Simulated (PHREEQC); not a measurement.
Solution (30 °C): 0.0064 mol/kgw KH2PO4 and 0.0027 mol/kgw Na2CO3. Closed to the air; pH follows from the charge balance.

Equilibrium calculation in PHREEQC: ion-association model, wateq4f.dat.

```
quantity         before     after
-------------  --------  --------
pH                 7.01      7.05
CO2 (mol/kgw)  0.000419  0.000200
```

### Question
Name the change that produced these shifts.
A. KH2PO4 left out
B. KH2PO4 from 0.0064 to 0.0032 mol/kgw
C. diluted 10-fold with water
D. Na2CO3 replaced by KHCO3 at the same molality
E. diluted 2-fold with water

### Answer
E, diluted 2-fold with water

Precipitation was switched off in this run. H3PO4, which wateq4f.dat lacks, is added to it with the constant of phreeqc.dat.
